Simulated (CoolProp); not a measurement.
A single-stage vapour-compression cycle with the fluid: evaporating at 321.15 K (dew point), condensing at 389.15 K (bubble point), superheat 5 K, subcooling 5 K, compressor efficiency 0.75, no pressure losses. The same conditions are run with several fluids, on thermodynamics alone (safety and materials aside).

Model: reference Helmholtz-energy equation of state of each fluid (cyclopropane: Polt 1992; R245fa: Akasaka 2015; n-hexane: Thol 2019; R114: Platzer 1990; 1,2-dichloroethane: Thol 2015; the fluoroketone C6F12O (FK-5-1-12): McLinden 2015), in CoolProp. The equations of Platzer and Polt are older, rougher fits.

Problem. Rank cyclopropane, R245fa, n-hexane, R114, 1,2-dichloroethane, the fluoroketone C6F12O (FK-5-1-12) by cooling COP, highest first.

Solution. 1,2-dichloroethane (3.02), n-hexane (2.50), R245fa (2.20), cyclopropane (2.03), R114 (1.96), the fluoroketone C6F12O (FK-5-1-12) (1.19)

```
fluid                                pressure ratio  discharge temperature (K)  refrigerating effect (kJ/kg)  volumetric capacity (kJ/m³)
-----------------------------------  --------------  -------------------------  ----------------------------  ---------------------------
cyclopropane                                   3.72                      412.9                           188                         4580
R245fa                                         5.50                      390.7                          88.2                         1550
n-hexane                                       7.25                      389.1                           200                          329
R114                                           4.56                      389.1                          52.0                         1550
1,2-dichloroethane                             8.85                      426.5                           262                          278
the fluoroketone C6F12O (FK-5-1-12)            6.67                      389.1                          19.5                          236
```

The compression ends wet for: n-hexane; R114; the fluoroketone C6F12O (FK-5-1-12).
